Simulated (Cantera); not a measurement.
Input: 1 mol C3H6, 9.4 mol H2, 1.2 mol N2, at 1330 Pa.

Cantera equilibrium calculation (NASA polynomials, part measured and part estimated; ideal gas, pure solids and liquids). Candidate condensed phases: C, C6H6, C7H8, C8H18; 92 gas species. Kinetics and transport are ignored.

x: gas mole fraction; n: condensed amount in mol.

```json
[
 {"T (K)": "500", "x H2": "0.603", "x CH4": "0.283", "x N2": "0.113", "x NH3": "0.000666", "x HCN": "<1e-12", "n C(graphite)": "0"},
 {"T (K)": "550", "x H2": "0.604", "x CH4": "0.283", "x N2": "0.113", "x NH3": "?", "x HCN": "<1e-12", "n C(graphite)": "0"},
 {"T (K)": "600", "x H2": "0.604", "x CH4": "0.283", "x N2": "0.113", "x NH3": "?", "x HCN": "?", "n C(graphite)": "0"},
 {"T (K)": "650", "x H2": "0.717", "x CH4": "0.179", "x N2": "0.104", "x NH3": "4.89e-5", "x HCN": "2.45e-10", "n C(graphite)": "0.940"},
 {"T (K)": "700", "x H2": "0.827", "x CH4": "0.0776", "x N2": "0.0951", "x NH3": "2.90e-5", "x HCN": "1.48e-9", "n C(graphite)": "2.02"},
 {"T (K)": "750", "x H2": "0.876", "x CH4": "0.0327", "x N2": "0.0911", "x NH3": "1.69e-5", "x HCN": "6.92e-9", "n C(graphite)": "2.57"},
 {"T (K)": "800", "x H2": "0.896", "x CH4": "0.0144", "x N2": "0.0895", "x NH3": "1.01e-5", "x HCN": "2.65e-8", "n C(graphite)": "2.81"},
 {"T (K)": "850", "x H2": "0.904", "x CH4": "0.00678", "x N2": "0.0888", "x NH3": "6.34e-6", "x HCN": "8.67e-8", "n C(graphite)": "2.91"},
 {"T (K)": "900", "x H2": "0.908", "x CH4": "0.00343", "x N2": "0.0885", "x NH3": "4.16e-6", "x HCN": "2.48e-7", "n C(graphite)": "2.95"},
 {"T (K)": "950", "x H2": "0.910", "x CH4": "0.00185", "x N2": "0.0884", "x NH3": "2.84e-6", "x HCN": "6.33e-7", "n C(graphite)": "2.97"}
]
```

**Question.** Some entries are withheld; supply them.

**Answer.** 
- 600, x NH3: 8.75e-5
- 600, x HCN: 1.82e-11
- 550, x NH3: 0.000222
